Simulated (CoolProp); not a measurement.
Computed with CoolProp (reference Helmholtz-energy equation of state, Guder 2009).

Task: For sulfur hexafluoride, give the phase and the isothermal compressibility (1/MPa), expansivity (1/kK) at -26.65 °C and 2870 kPa; 128.05 °C and 2870 kPa.

Result: 
- -26.65 °C and 2870 kPa: liquid; isothermal compressibility 0.00415, expansivity 3.09
- 128.05 °C and 2870 kPa: gas; isothermal compressibility 0.396, expansivity 3.91
